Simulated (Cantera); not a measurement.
Feed: 1 mol C2H2, 0.35 mol H2, 1.3 mol NH3, equilibrated at 1998.15 K and 13300 Pa.

Method: chemical equilibrium by Gibbs-energy minimisation in Cantera with the NASA 1993 tables (ideal gas, pure condensed phases). Candidate condensed phases: C, C6H6, C7H8, C8H18; 92 gas species. Equilibrium is a limit: real reactors are often held back by kinetics, nucleation or transport.

Base state: H2 0.828, N2 0.161, HCN 0.00535, H 0.00400, C2H2 (acetylene) 0.000629, HNC 0.000303, CH4 3.90e-5 (mole fractions); condensed: C(graphite).

### Question
What changes in the equilibrium state with this change: pressure from 13300 Pa to 6200 Pa?

### Answer
```tsv
species	before	after
H2	0.828	0.827
N2	0.161	0.161
H	0.00400	0.00586
CH4	3.90e-5	1.81e-5
C2H2 (acetylene)	0.000629	0.000627
HNC	0.000303	0.000303
HCN	0.00535	0.00534
C(graphite), mol	1.97	1.97
```
